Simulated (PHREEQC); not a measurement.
Dissolve 0.02 mol/kgw HNO3 at 25 °C. Closed to the air; pH follows from the charge balance.

Equilibrium calculation in PHREEQC: ion-association model, wateq4f.dat.

```yaml
pH: 1.75
ionic_strength: 0.0200 mol/kgw
total_alkalinity: -20.0 meq/kg
```

```tsv
species	molality	activity	log γ
H+	0.0200	0.0178	-0.051
NO3-	0.0200	0.0173	-0.063
```

This is a speciation only: nothing precipitates in the calculation.
